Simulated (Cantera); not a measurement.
A freely propagating, adiabatic, planar premixed flame of CH4 : O2 : N2 = 1 : 1.54 : 4.31 (molar parts), equivalence ratio 1.3, unburnt at 400 K and 40000 Pa; mixture-averaged transport, grid criteria slope 0.08 and curve 0.16, no radiation.

Model: GRI-Mech 3.0 (53 species, 325 reactions), integrated in Cantera. Burning velocities carry a grid error of a few per cent, more on coarse grids.

Question: What does this change do: inlet temperature 400 to 648 K?

Answer: 
| quantity | before | after |
|---|---|---|
| laminar burning velocity | 94.8 cm/s | 213 cm/s |
| thermal thickness | 0.713 mm | 0.607 mm |
| peak x(HCO) | 9.74e-5 | 0.000138 |
| peak x(CH3) | 0.00679 | 0.00851 |

Question: What does this change do: N2 4.31 to 5.5 parts?

Answer: 
| quantity | before | after |
|---|---|---|
| laminar burning velocity | 94.8 cm/s | 64.5 cm/s |
| thermal thickness | 0.713 mm | 0.924 mm |
| peak x(HCO) | 9.74e-5 | 5.57e-5 |
| peak x(CH3) | 0.00679 | 0.00457 |
